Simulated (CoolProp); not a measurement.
Vapour-liquid equilibrium of benzene (1) + ethylbenzene (2) at 398 K; x and y are mole fractions of (1).

Computed with CoolProp (multi-fluid Helmholtz-energy mixture model, Thol 2012 and Zhou 2012; pair parameters Bell 2016).

```csv
x,bubble pressure (MPa),y at the bubble point,dew pressure at overall composition x (MPa),liquid density (mol/L)
0.05,0.08445,0.163,0.07693,7.367
0.15,0.1062,0.400,0.08350,7.576
0.25,0.1292,0.562,0.09130,7.794
0.35,0.1536,0.680,0.1007,8.021
0.45,0.1792,0.768,0.1124,8.258
0.55,0.2061,0.836,0.1271,8.504
0.65,0.2341,0.888,0.1465,8.761
0.75,0.2630,0.930,0.1732,9.029
0.85,0.2923,0.963,0.2130,9.307
0.95,0.3219,0.989,0.2800,9.595
```

No azeotrope shows between x = 0.05 and 0.95.

The pair parameters rest on a limited set of measurements; away from them the model extrapolates.
